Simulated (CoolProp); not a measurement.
Vapour-liquid equilibrium of p-xylene (1) + n-decane (2) at 139.75 °C; x and y are mole fractions of (1).

Computed with CoolProp (multi-fluid Helmholtz-energy mixture model, Zhou 2012 and Lemmon 2006; pair parameters Bell 2016).

Q: Give the bubble pressure and the first vapour's composition at x = 0.125, 0.575, 0.875. Is there an azeotrope?

A: x = 0.125: 0.04779 MPa, y = 0.286; x = 0.575: 0.07807 MPa, y = 0.776; x = 0.875: 0.09724 MPa, y = 0.944. No azeotrope shows between x = 0.05 and 0.95.

Pair parameters are fitted to limited data, so mixtures are less certain than the pure fluids.
